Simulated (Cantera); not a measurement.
A diamond (100) surface in a fixed gas of H2 with x(CH4) = 0.0037, x(H) = 0.0025, at 1050 K, 97.5 Torr; coverages are run to steady state.

Model: the Harris–Goodwin 1993 mechanism for the reconstructed diamond (100) surface, integrated in Cantera.

θ: site fractions in the mechanism's names (c6HH fully hydrogenated, c6H* and c6*H radical sites, c6** diradical, c6HM methylated).

```json
[
 {"x(CH3)": "1e-06", "growth (µm/h)": "0.0769", "θ c6HH": "0.555", "θ c6H*": "0.0229", "θ c6*H": "0.409", "θ c6**": "0.0131", "θ c6HM": "0.000160"},
 {"x(CH3)": "2.3e-06", "growth (µm/h)": "0.177", "θ c6HH": "0.555", "θ c6H*": "0.0229", "θ c6*H": "0.409", "θ c6**": "0.0131", "θ c6HM": "0.000369"},
 {"x(CH3)": "5.1e-06", "growth (µm/h)": "0.392", "θ c6HH": "0.554", "θ c6H*": "0.0229", "θ c6*H": "0.408", "θ c6**": "0.0131", "θ c6HM": "0.000817"},
 {"x(CH3)": "1.2e-05", "growth (µm/h)": "0.921", "θ c6HH": "0.553", "θ c6H*": "0.0228", "θ c6*H": "0.408", "θ c6**": "0.0131", "θ c6HM": "0.00192"},
 {"x(CH3)": "2.6e-05", "growth (µm/h)": "1.99", "θ c6HH": "0.552", "θ c6H*": "0.0228", "θ c6*H": "0.406", "θ c6**": "0.0130", "θ c6HM": "0.00414"},
 {"x(CH3)": "5.9e-05", "growth (µm/h)": "4.47", "θ c6HH": "0.548", "θ c6H*": "0.0226", "θ c6*H": "0.403", "θ c6**": "0.0129", "θ c6HM": "0.00932"},
 {"x(CH3)": "0.00013", "growth (µm/h)": "[?]", "θ c6HH": "0.539", "θ c6H*": "0.0222", "θ c6*H": "0.397", "θ c6**": "0.0126", "θ c6HM": "[?]"},
 {"x(CH3)": "0.0003", "growth (µm/h)": "21.3", "θ c6HH": "0.520", "θ c6H*": "0.0214", "θ c6*H": "0.382", "θ c6**": "0.0119", "θ c6HM": "0.0445"},
 {"x(CH3)": "0.00068", "growth (µm/h)": "[?]", "θ c6HH": "0.483", "θ c6H*": "0.0198", "θ c6*H": "0.353", "θ c6**": "[?]", "θ c6HM": "[?]"}
]
```

Some entries are withheld; supply them.


- 0.00013, growth (µm/h): 9.66
- 0.00013, θ c6HM: 0.0201
- 0.00068, growth (µm/h): 44.2
- 0.00068, θ c6**: 0.0106
- 0.00068, θ c6HM: 0.0922
